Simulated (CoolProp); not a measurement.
Vapour-liquid equilibrium of CHF3 (R23) (1) + R22 (2) at 0.27 MPa; x and y are mole fractions of (1).

Computed with CoolProp (multi-fluid Helmholtz-energy mixture model, Penoncello 2003 and Kamei 1995; pair parameters Bell 2016).

```csv
x,"bubble temperature, mixture model (°C)","bubble temperature, Raoult's law (°C)","y, mixture model","y, Raoult's law"
0.05,-23.9,-23.1,0.246,0.234
0.125,-31.7,-29.9,0.485,0.467
0.2,-37.8,-35.5,0.632,0.617
0.275,-42.5,-40.1,0.727,0.718
0.35,-46.3,-43.9,0.792,0.790
0.425,-49.4,-47.3,0.838,0.842
0.5,-52.0,-50.2,0.873,0.881
0.575,-54.2,-52.7,0.900,0.912
0.65,-56.1,-55.0,0.922,0.936
0.725,-57.8,-57.0,0.941,0.955
0.8,-59.3,-58.9,0.958,0.970
0.875,-60.8,-60.6,0.974,0.983
0.95,-62.2,-62.2,0.990,0.994
```

The largest gap from Raoult's law is -2.4 K in bubble temperature, at x = 0.275. No azeotrope shows between x = 0.05 and 0.95.

Pair parameters are fitted to limited data, so mixtures are less certain than the pure fluids.
